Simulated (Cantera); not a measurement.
A perfectly stirred reactor is fed with 41.7 % NH3, 58.3 % N2, at 0.610 bar; it is held at 1625 K, and followed from long to short residence time.

Computed with Cantera and the gas-phase N/H chemistry of the illustrative SiF4/NH3 mechanism in the Surface Chemkin manual (1991). Walls and surfaces, which speed up NH3 decomposition in real reactors, are not modelled.

x: mole fraction; the columns are a selection and need not sum to one.

```json
[
 {"τ (s)": "22", "x NH3": "0.132", "x N2H2": "5.18e-8", "x NH2": "3.33e-5", "x N2H4": "1.38e-8", "x H2": "0.301", "x NH": "2.38e-7"},
 {"τ (s)": "9.9", "x NH3": "0.191", "x N2H2": "9.54e-8", "x NH2": "4.50e-5", "x N2H4": "2.52e-8", "x H2": "0.239", "x NH": "2.98e-7"},
 {"τ (s)": "4.5", "x NH3": "[?]", "x N2H2": "[?]", "x NH2": "[?]", "x N2H4": "[?]", "x H2": "[?]", "x NH": "[?]"},
 {"τ (s)": "2.1", "x NH3": "0.315", "x N2H2": "2.22e-7", "x NH2": "6.76e-5", "x N2H4": "5.69e-8", "x H2": "0.108", "x NH": "3.83e-7"},
 {"τ (s)": "0.94", "x NH3": "0.361", "x N2H2": "[?]", "x NH2": "7.60e-5", "x N2H4": "[?]", "x H2": "[?]", "x NH": "3.91e-7"},
 {"τ (s)": "0.43", "x NH3": "0.388", "x N2H2": "3.18e-7", "x NH2": "8.16e-5", "x N2H4": "8.30e-8", "x H2": "0.0298", "x NH": "3.73e-7"},
 {"τ (s)": "0.19", "x NH3": "0.404", "x N2H2": "3.38e-7", "x NH2": "8.56e-5", "x N2H4": "9.11e-8", "x H2": "0.0138", "x NH": "3.35e-7"},
 {"τ (s)": "0.089", "x NH3": "0.410", "x N2H2": "3.44e-7", "x NH2": "8.76e-5", "x N2H4": "9.56e-8", "x H2": "0.00655", "x NH": "2.97e-7"},
 {"τ (s)": "0.041", "x NH3": "0.414", "x N2H2": "3.38e-7", "x NH2": "8.80e-5", "x N2H4": "9.63e-8", "x H2": "0.00298", "x NH": "2.66e-7"},
 {"τ (s)": "0.018", "x NH3": "0.415", "x N2H2": "3.17e-7", "x NH2": "8.59e-5", "x N2H4": "9.18e-8", "x H2": "0.00125", "x NH": "2.39e-7"},
 {"τ (s)": "0.0084", "x NH3": "0.416", "x N2H2": "2.74e-7", "x NH2": "8.04e-5", "x N2H4": "8.04e-8", "x H2": "0.000526", "x NH": "2.09e-7"}
]
```

Q: Complete the blanks.

A: 
- 4.5, x NH3: 0.256
- 4.5, x N2H2: 1.56e-7
- 4.5, x NH2: 5.72e-5
- 4.5, x N2H4: 4.06e-8
- 4.5, x H2: 0.170
- 4.5, x NH: 3.50e-7
- 0.94, x N2H2: 2.81e-7
- 0.94, x N2H4: 7.19e-8
- 0.94, x H2: 0.0587
